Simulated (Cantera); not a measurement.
Feed: 1 mol Fe3O4, 1.6 mol Cl2, 0.15 mol H2, held at 1425 K.

These are equilibrium values from Cantera (NASA tables, ideal gas, pure condensed phases), not measurements of a reactor. Candidate condensed phases: Fe, FeCl2, FeCl3, FeO, Fe(OH)2, Fe(OH)3, Fe2O3, Fe3O4, H2O; 22 gas species. Rates play no part.

Task: At 10.0 bar, list the 5 most abundant gas species with their mole fractions, and the condensed phases.

Result: Cl2 0.341, FeCl3 0.305, HCl 0.173, O2 0.123, FeCl2 0.0308. Condensed: Fe2O3(s).
